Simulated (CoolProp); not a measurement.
Properties of hydrogen chloride along the isobar 7.81 MPa.

Computed with CoolProp (reference Helmholtz-energy equation of state, Thol 2018).

| T (K) | phase | speed of sound (m/s) | isothermal compressibility (1/MPa) | expansivity (1/kK) |
|---|---|---|---|---|
| 199 | liquid | 1075 | 0.001193 | 2.093 |
| 221 | liquid | 974.0 | 0.001619 | 2.379 |
| 243 | liquid | 866.7 | 0.002320 | 2.806 |
| 265.1 | liquid | 749.8 | 0.003634 | 3.515 |
| 287.1 | liquid | 616.8 | 0.006733 | 4.940 |
| 309.1 | liquid | 442.8 | 0.02066 | 9.977 |
| 331.1 | gas | 251.1 | 0.3049 | 20.87 |
| 353.1 | gas | 285.9 | 0.1978 | 8.955 |
